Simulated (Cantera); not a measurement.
What does this Cantera script print?

```python
import numpy as np
import cantera as ct

gas_names = """
    CL CL2 H HCL H2 Si SiCL SiCL2 SiCL3 SiCL4 SiH SiHCL3 SiH2 SiH2CL2 SiH3 SiH3CL SiH4 Si2 Si3
""".split()
cond_names = """
    Si(cr) Si(L)
""".split()


# ... load() reads the species with a 1 bar reference pressure and builds the phases ...
atoms = {
    'SiCl4': {'Si': 1, 'CL': 4},
    'H2': {'H': 2},
}
top_T = {}  # K; cautious upper limits of use, not melting points


# ... equilibrate(T, P, feed) seeds the gas with the atoms and calls Mixture.equilibrate('TP', solver="vcs", rtol=1e-11, max_steps=5000) ...
results = []
feed = {'SiCl4': 1, 'H2': 1.4}  # mol
T = 948.15  # K
P = 101325  # Pa
mix = equilibrate(T, P, feed)
results.append((T, P, feed, dict(zip(mix.species_names, mix.species_moles))))
print(gas.report(threshold=1e-05))
for i in range(1, mix.n_phases):
    print(f"{mix.phase(i).name:16s} {mix.phase_moles(i):12.5e} mol")
```

It prints:

```
       temperature   948.15 K
          pressure   1.0132e+05 Pa
           density   0.92475 kg/m^3
  mean mol. weight   71.948 kg/kmol
   phase of matter   gas

                          1 kg             1 kmol
                     ---------------   ---------------
          enthalpy       -3.2703e+06       -2.3529e+08  J
   internal energy       -3.3798e+06       -2.4317e+08  J
           entropy            4037.7         2.905e+05  J/K
    Gibbs function       -7.0986e+06       -5.1073e+08  J
 heat capacity c_p            853.73             61424  J/K
 heat capacity c_v            738.17             53110  J/K

                      mass frac. Y      mole frac. X     chem. pot. / RT
                     ---------------   ---------------   ---------------
               HCL          0.015916           0.03141           -39.302
                H2          0.015467             0.552           -17.956
             SiCL2        1.4907e-05        1.0836e-05           -69.729
             SiCL3        0.00065682        0.00035152           -100.05
             SiCL4            0.9101           0.38544           -130.38
            SiHCL3          0.057502          0.030545           -109.03
           SiH2CL2        0.00034406        0.00024509           -87.685
     [  +12 minor]        4.5434e-07        4.9175e-07

Si(cr)            0.00000e+00 mol
```

Cantera equilibrium calculation (NASA polynomials, part measured and part estimated; ideal gas, pure solids and liquids). The tables' values for SiCl3 are old estimates; treat these amounts as uncertain.
